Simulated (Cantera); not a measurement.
# Pyrogenic steam for wet oxidation

An isothermal, constant-pressure homogeneous reactor starts with H2 : O2 : N2 = 0.47 : 1 : 11 (molar parts), at 1025 K and 1.00 bar.

Cantera simulation using the H2/O2 subset of GRI-Mech 3.0, which has no nitrogen chemistry; the numbers are that mechanism's predictions, not measurements. The temperature is held fixed by assumption; the heat of reaction is taken as removed at once.

```json
[
 {"t (s)": "0.000100", "x H2": "0.0377", "x O2": "0.0802", "x O": "5.97e-10", "x HO2": "2.70e-9", "x OH": "2.23e-10"},
 {"t (s)": "0.000388", "x H2": "0.0377", "x O2": "0.0802", "x O": "3.14e-6", "x HO2": "1.18e-5", "x OH": "1.38e-6"},
 {"t (s)": "0.00151", "x H2": "0.00258", "x O2": "0.0637", "x O": "3.52e-5", "x HO2": "2.63e-5", "x OH": "3.25e-5"},
 {"t (s)": "0.00585", "x H2": "0.00121", "x O2": "0.0631", "x O": "3.95e-6", "x HO2": "1.55e-5", "x OH": "4.16e-6"},
 {"t (s)": "0.0227", "x H2": "0.000533", "x O2": "0.0628", "x O": "1.44e-6", "x HO2": "8.68e-6", "x OH": "2.03e-6"},
 {"t (s)": "0.0881", "x H2": "0.000127", "x O2": "0.0626", "x O": "2.79e-7", "x HO2": "2.90e-6", "x OH": "8.52e-7"},
 {"t (s)": "0.342", "x H2": "1.91e-5", "x O2": "0.0625", "x O": "1.91e-8", "x HO2": "5.72e-7", "x OH": "2.60e-7"},
 {"t (s)": "1.33", "x H2": "2.21e-6", "x O2": "0.0625", "x O": "9.06e-10", "x HO2": "7.72e-8", "x OH": "8.60e-8"},
 {"t (s)": "5.15", "x H2": "4.08e-8", "x O2": "0.0625", "x O": "5.33e-11", "x HO2": "1.98e-9", "x OH": "6.03e-8"},
 {"t (s)": "20.0", "x H2": "2.85e-11", "x O2": "0.0625", "x O": "7.25e-11", "x HO2": "3.60e-10", "x OH": "7.94e-8"}
]
```
x: mole fraction; the columns are a selection and need not sum to one.

Equilibrium at this temperature and pressure: H2 2.80e-11, O2 0.0625, O 8.31e-11, HO2 3.44e-10, OH 8.51e-8 (gas phase only).
